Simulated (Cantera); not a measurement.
Input (Python, Cantera) and output of one run.

```python
import numpy as np
import cantera as ct

gas_names = """
    N NO NO2 NO3 N2 N2O O O2 O3 Si SiN SiO SiO2 Si2 Si2N Si3
""".split()
cond_names = """
    Si(cr) Si(L) SiO2(Lqz) SiO2(hqz) SiO2(L) Si2N2O(s) Si3N4(a)
""".split()


def load(file, names, dense=False):
    # The tables refer to 1 bar. Condensed volumes are neglected.
    table = {s.name: s for s in ct.Species.list_from_file(file)}
    out = []
    for n in names:
        d = dict(table[n].input_data)
        d["thermo"] = dict(d["thermo"], **{"reference-pressure": 1e5})
        if dense:
            d["equation-of-state"] = {"model": "constant-volume", "density": "1e6 g/cm^3"}
        out.append(ct.Species.from_dict(d))
    return out


gas = ct.Solution(thermo="ideal-gas", species=load("nasa_gas.yaml", gas_names))
cond = {s.name: ct.Solution(thermo="fixed-stoichiometry", species=[s], name=s.name)
        for s in load("nasa_condensed.yaml", cond_names, dense=True)}
atoms = {
    'SiO2': {'Si': 1, 'O': 2},
    'N2': {'N': 2},
}
top_T = {'Si2N2O(s)': 2100, 'Si3N4(a)': 2400}  # K; cautious upper limits of use, not melting points


def equilibrate(T, P, feed):
    n = {}
    for name, mol in feed.items():
        for a, k in atoms[name].items():
            n[a] = n.get(a, 0.0) + k * mol
    gas.TPX = T, P, n
    mass = sum(n.values()) * gas.mean_molecular_weight
    gas.equilibrate("TP")
    valid = [c for c in cond.values() if c.min_temp <= T <= top_T.get(c.name, c.max_temp)]
    mix = ct.Mixture([(gas, mass / gas.mean_molecular_weight)] + [(c, 0.0) for c in valid])
    mix.T, mix.P = T, P
    mix.equilibrate("TP", solver="vcs", rtol=1e-11, max_steps=5000)
    return mix


results = []
feed = {'SiO2': 1, 'N2': 0.015}  # mol
T = 1625  # K
P = 13332.2  # Pa
mix = equilibrate(T, P, feed)
results.append((T, P, feed, dict(zip(mix.species_names, mix.species_moles))))
x = sorted(zip(gas.X, gas.species_names), reverse=True)
print(f"T = {T:g} K  P = {P:g} Pa  gas = {mix.phase_moles(0):.4g} mol")
print("   x: " + "  ".join(f"{s} {v:.3e}" for v, s in x if v > 1e-05))
print("   condensed (mol): " + ("  ".join(f"{mix.phase(i).name} {mix.phase_moles(i):.4g}"
      for i in range(1, mix.n_phases) if mix.phase_moles(i) > 1e-12) or "none"))
```

Result:

```
T = 1625 K  P = 13332.2 Pa  gas = 0.015 mol
   x: N2 1.000e+00
   condensed (mol): SiO2(hqz) 1
```

Method: chemical equilibrium by Gibbs-energy minimisation in Cantera with the NASA 1993 tables (ideal gas, pure condensed phases). The tables hold silica as quartz up to 1696 K and as liquid above; real silica turns to tridymite and cristobalite and melts near 1996 K.
